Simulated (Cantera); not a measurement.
A freely propagating, adiabatic, planar premixed flame of 8.11 % CH4, 3.81 % H2, 18.5 % O2, 69.6 % N2, unburnt at 475 K and 750 Torr; mixture-averaged transport, grid criteria slope 0.08 and curve 0.16, no radiation.

Model: GRI-Mech 3.0 (53 species, 325 reactions), integrated in Cantera. Burning velocities carry a grid error of a few per cent, more on coarse grids.

x: mole fraction of selected species; z is measured from the peak of heat release.

```json
[
 {"z (mm)": "-0.989", "T (K)": "475", "u (m/s)": "1.06", "x CH4": "0.0811", "x H2": "0.0380", "x O2": "0.185", "x HO2": "3.49e-8", "x CH2CO": "<1e-8", "x NO": "<1e-8"},
 {"z (mm)": "-0.660", "T (K)": "476", "u (m/s)": "1.06", "x CH4": "0.0811", "x H2": "0.0376", "x O2": "0.185", "x HO2": "5.30e-7", "x CH2CO": "<1e-8", "x NO": "<1e-8"},
 {"z (mm)": "-0.495", "T (K)": "480", "u (m/s)": "1.07", "x CH4": "0.0809", "x H2": "0.0370", "x O2": "0.185", "x HO2": "4.30e-6", "x CH2CO": "<1e-8", "x NO": "<1e-8"},
 {"z (mm)": "-0.330", "T (K)": "520", "u (m/s)": "1.16", "x CH4": "0.0791", "x H2": "0.0357", "x O2": "0.183", "x HO2": "4.45e-5", "x CH2CO": "1.88e-7", "x NO": "5.40e-8"},
 {"z (mm)": "-0.165", "T (K)": "880", "u (m/s)": "1.98", "x CH4": "0.0606", "x H2": "0.0332", "x O2": "0.158", "x HO2": "0.000174", "x CH2CO": "8.97e-6", "x NO": "1.10e-6"},
 {"z (mm)": "-0.0824", "T (K)": "1302", "u (m/s)": "2.96", "x CH4": "0.0351", "x H2": "0.0316", "x O2": "0.119", "x HO2": "0.000180", "x CH2CO": "4.55e-5", "x NO": "3.05e-6"},
 {"z (mm)": "0", "T (K)": "1702", "u (m/s)": "3.89", "x CH4": "0.00899", "x H2": "0.0272", "x O2": "0.0703", "x HO2": "0.000116", "x CH2CO": "6.72e-5", "x NO": "6.78e-6"},
 {"z (mm)": "0.0824", "T (K)": "1871", "u (m/s)": "4.28", "x CH4": "0.000753", "x H2": "0.0199", "x O2": "0.0407", "x HO2": "2.27e-5", "x CH2CO": "1.31e-5", "x NO": "1.17e-5"},
 {"z (mm)": "0.165", "T (K)": "1921", "u (m/s)": "4.38", "x CH4": "3.39e-5", "x H2": "0.0161", "x O2": "0.0300", "x HO2": "9.77e-6", "x CH2CO": "6.95e-7", "x NO": "1.52e-5"},
 {"z (mm)": "0.330", "T (K)": "1977", "u (m/s)": "4.49", "x CH4": "___", "x H2": "0.0149", "x O2": "___", "x HO2": "___", "x CH2CO": "<1e-8", "x NO": "___"},
 {"z (mm)": "0.660", "T (K)": "2048", "u (m/s)": "4.62", "x CH4": "<1e-8", "x H2": "0.0138", "x O2": "0.0212", "x HO2": "5.31e-6", "x CH2CO": "<1e-8", "x NO": "2.52e-5"},
 {"z (mm)": "1.32", "T (K)": "2130", "u (m/s)": "4.79", "x CH4": "<1e-8", "x H2": "0.0116", "x O2": "0.0182", "x HO2": "3.66e-6", "x CH2CO": "<1e-8", "x NO": "3.51e-5"},
 {"z (mm)": "2.64", "T (K)": "2206", "u (m/s)": "4.93", "x CH4": "<1e-8", "x H2": "___", "x O2": "___", "x HO2": "___", "x CH2CO": "<1e-8", "x NO": "___"}
]
```

Task: What belongs in the gaps?

Result: 
- 0.330, x CH4: 1.10e-7
- 0.330, x O2: 0.0244
- 0.330, x HO2: 7.11e-6
- 0.330, x NO: 1.94e-5
- 2.64, x H2: 0.00902
- 2.64, x O2: 0.0153
- 2.64, x HO2: 2.44e-6
- 2.64, x NO: 5.23e-5
